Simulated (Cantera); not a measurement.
# Low-pressure radical oxidation in H2/O2

An isothermal, constant-pressure homogeneous reactor starts with 4.78 % H₂, 47.8 % O₂, 47.4 % N₂, at 1175 K and 20.0 Torr.

Cantera simulation using the H2/O2 subset of GRI-Mech 3.0, which has no nitrogen chemistry; the numbers are that mechanism's predictions, not measurements. Radical loss at walls, strong at low pressure, is not modelled. The temperature is held fixed by assumption; the heat of reaction is taken as removed at once.

| t (s) | x H₂ | x O₂ | x H | x OH | x H₂O₂ | x O | x HO₂ |
|---|---|---|---|---|---|---|---|
| 0.000900 | 0.0478 | 0.478 | 5.69e-6 | 4.38e-6 | 1.15e-10 | 7.16e-6 | 1.02e-7 |
| 0.00149 | 0.0438 | 0.476 | 0.00131 | 0.000924 | 2.86e-8 | 0.00158 | 3.75e-6 |
| 0.00245 | 0.00283 | 0.448 | 0.0125 | 0.00351 | 2.21e-7 | 0.0212 | 5.06e-6 |
| 0.00404 | 0.00120 | 0.448 | 0.00917 | 0.00258 | 1.38e-7 | 0.0218 | 4.74e-6 |
| 0.00668 | 0.000978 | 0.451 | 0.00670 | 0.00234 | 1.42e-7 | 0.0177 | 4.62e-6 |
| 0.0110 | 0.000726 | 0.455 | 0.00413 | 0.00201 | 1.48e-7 | 0.0128 | 4.38e-6 |
| 0.0182 | 0.000459 | 0.459 | 0.00201 | 0.00160 | 1.49e-7 | 0.00793 | 3.92e-6 |
| 0.0300 | 0.000241 | 0.462 | 0.000748 | 0.00115 | 1.41e-7 | 0.00411 | 3.20e-6 |
| 0.0495 | 0.000107 | 0.464 | 0.000220 | 0.000768 | 1.20e-7 | 0.00182 | 2.30e-6 |
| 0.0817 | 4.28e-5 | 0.465 | 5.54e-5 | 0.000486 | 9.15e-8 | 0.000729 | 1.43e-6 |
| 0.135 | 1.64e-5 | 0.465 | 1.33e-5 | 0.000302 | 6.25e-8 | 0.000281 | 7.86e-7 |
| 0.223 | 6.37e-6 | 0.466 | 3.27e-6 | 0.000190 | 3.94e-8 | 0.000110 | 3.98e-7 |
| 0.367 | 2.59e-6 | 0.466 | 8.65e-7 | 0.000122 | 2.37e-8 | 4.54e-5 | 1.94e-7 |
| 0.606 | 1.12e-6 | 0.466 | 2.50e-7 | 8.07e-5 | 1.38e-8 | 1.98e-5 | 9.55e-8 |
| 1.00 | 5.15e-7 | 0.466 | 7.91e-8 | 5.50e-5 | 8.01e-9 | 9.21e-6 | 4.81e-8 |
x: mole fraction; the columns are a selection and need not sum to one.

Equilibrium at this temperature and pressure: H₂ 3.31e-9, O₂ 0.466, H 4.35e-11, OH 4.49e-6, H₂O₂ 1.04e-10, O 6.14e-8, HO₂ 5.19e-9 (gas phase only).
